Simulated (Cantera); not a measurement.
A perfectly stirred reactor is fed with CH₄ : H₂ : O₂ : N₂ = 1 : 0.13 : 5.04 : 18.9 (molar parts), at 1.80 bar; it is adiabatic with a 723 K inlet, and is followed from long to short residence time, starting on the burning branch (τ in s: 0.21, 0.1, 0.048, 0.023, 0.011, 0.005, 0.0024, 0.0011, 0.00053, 0.00025, 0.00012, 5.5e-05, 2.6e-05).

Computed with Cantera and GRI-Mech 3.0 (53 species, 325 reactions).

What does this change do: CH4 1 to 1.3 parts?


| quantity | before | after |
|---|---|---|
| blow-out, bracketed by the residence times tried | burning at 0.250 ms, out at 0.120 ms | burning at 0.120 ms, out at 55.0 µs |
| x(CH₄) at τ = 0.210 s | 6.85e-6 | 3.01e-6 |
| x(H₂) at τ = 0.210 s | 1.41e-5 | 4.42e-5 |
| x(O₂) at τ = 0.210 s | 0.119 | 0.0936 |
| x(CH₂O) at τ = 0.210 s | 5.97e-7 | 3.25e-7 |
| x(CH₂) at τ = 0.210 s | 5.45e-9 | 9.17e-9 |
| x(CH₄) at τ = 2.40 ms | 0.000128 | 6.70e-5 |
| x(H₂) at τ = 2.40 ms | 0.000269 | 0.000497 |
| x(O₂) at τ = 2.40 ms | 0.120 | 0.0940 |
| x(CH₂O) at τ = 2.40 ms | 1.39e-5 | 8.93e-6 |
| x(CH₂) at τ = 2.40 ms | 2.60e-7 | 4.45e-7 |
